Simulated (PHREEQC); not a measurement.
Consider water at 25 °C with 4.3e-05 mol CdSO4, 3.8e-05 mol NaOH and 7.1e-07 mol HCl per kg of water. Closed to the air; pH follows from the charge balance.

Computed with PHREEQC (ion-association model, phreeqc.dat).

This is a speciation only: nothing precipitates in the calculation.

**Question.** Order these Cd species by the share of Cd that they hold, largest first: Cd(OH)2, CdSO4, Cd+2, CdOH+.

**Answer.** Cd+2 (80 %), CdOH+ (17 %), Cd(OH)2 (2.4 %), CdSO4 (0.86 %)

The pH is 9.43 and the ionic strength 0.000191 mol/kgw. The solution is supersaturated, for example in Cd(OH)2, so a real one may precipitate; this is no full list. Complexes and solids missing from the database can't appear.
